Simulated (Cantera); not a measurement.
What does this Cantera script print?

```python
import numpy as np
import cantera as ct

gas = ct.Solution("SiF4_NH3_mec.yaml", "gas")
gas.TPX = 2250, 130000, {'NH3': 1, 'N2': 0.96}
reactor = ct.IdealGasConstPressureReactor(gas, energy="off", clone=False)
net = ct.ReactorNet([reactor])
net.rtol, net.atol = 1e-08, 1e-18
show = ['NH3', 'N', 'H', 'NH', 'N2H2', 'N2H4', 'H2']
times = np.geomspace(0.0004, 10, 15)

steps = ct.SolutionArray(gas, extra=["t"])
rows = []
print(f"{'t/s':>10s}{'T/K':>9s}{'P/Pa':>11s}" + "".join(f"{s:>11s}" for s in show))
for t in times:
    while net.time < t:
        t_next = net.step()
        steps.append(gas.state, t=t_next)
    rows.append([np.interp(t, steps.t, y) for y in (steps.T, steps.P, *steps(*show).X.T)])
    print(f"{t:10.3e}{rows[-1][0]:9.1f}{rows[-1][1]:11.4g}" + "".join(f"{x:11.3e}" for x in rows[-1][2:]))
rate = np.gradient(steps.T, steps.t)
print("integrator steps:", len(steps.t))
if steps.T.max() > steps.T[0] + 200:
    print(f"time of steepest temperature rise: {steps.t[rate.argmax()]:.4e} s")
gas.TPX = 2250, 130000, {'NH3': 1, 'N2': 0.96}
gas.equilibrate("TP")
print(f"equilibrium (TP): T = {gas.T:.1f} K  " + "  ".join(f"{s} {gas[s].X[0]:.3e}" for s in show))
```

Result:

```
       t/s      T/K       P/Pa        NH3          N          H         NH       N2H2       N2H4         H2
 4.000e-04   2250.0    1.3e+05  4.257e-01  2.383e-06  1.516e-04  5.165e-05  8.104e-06  5.563e-07  8.197e-02
 8.245e-04   2250.0    1.3e+05  3.550e-01  3.425e-06  2.732e-04  5.439e-05  6.258e-06  3.797e-07  1.525e-01
 1.700e-03   2250.0    1.3e+05  2.508e-01  4.233e-06  4.846e-04  5.221e-05  3.994e-06  2.163e-07  2.561e-01
 3.503e-03   2250.0    1.3e+05  1.320e-01  4.709e-06  8.432e-04  4.381e-05  1.847e-06  8.582e-08  3.743e-01
 7.221e-03   2250.0    1.3e+05  4.079e-02  4.797e-06  1.495e-03  2.951e-05  4.828e-07  1.680e-08  4.648e-01
 1.489e-02   2250.0    1.3e+05  4.484e-03  4.054e-06  3.110e-03  1.255e-05  3.817e-08  7.605e-10  4.999e-01
 3.068e-02   2250.0    1.3e+05  3.511e-04  1.018e-06  4.589e-03  2.136e-06  6.992e-10  1.003e-11  5.029e-01
 6.325e-02   2250.0    1.3e+05  9.814e-05  2.954e-07  4.647e-03  6.123e-07  6.006e-11  8.033e-13  5.032e-01
 1.304e-01   2250.0    1.3e+05  3.938e-05  1.188e-07  4.650e-03  2.461e-07  1.287e-11  1.295e-13  5.032e-01
 2.687e-01   2250.0    1.3e+05  1.790e-05  5.404e-08  4.651e-03  1.119e-07  5.664e-12  2.678e-14  5.032e-01
 5.539e-01   2250.0    1.3e+05  9.001e-06  2.718e-08  4.651e-03  5.628e-08  4.261e-12  6.776e-15  5.032e-01
 1.142e+00   2250.0    1.3e+05  5.514e-06  1.665e-08  4.651e-03  3.448e-08  3.965e-12  2.547e-15  5.032e-01
 2.354e+00   2250.0    1.3e+05  4.604e-06  1.390e-08  4.651e-03  2.879e-08  3.911e-12  1.778e-15  5.032e-01
 4.851e+00   2250.0    1.3e+05  4.532e-06  1.369e-08  4.651e-03  2.834e-08  3.907e-12  1.722e-15  5.032e-01
 1.000e+01   2250.0    1.3e+05  4.532e-06  1.368e-08  4.651e-03  2.834e-08  3.907e-12  1.722e-15  5.032e-01
integrator steps: 1821
equilibrium (TP): T = 2250.0 K  NH3 4.532e-06  N 1.368e-08  H 4.651e-03  NH 2.834e-08  N2H2 3.907e-12  N2H4 1.722e-15  H2 5.032e-01
```

Detailed kinetics in Cantera: the gas-phase N/H chemistry of the illustrative SiF4/NH3 mechanism in the Surface Chemkin manual (1991). Walls and surfaces, which speed up NH3 decomposition in real reactors, are not modelled.
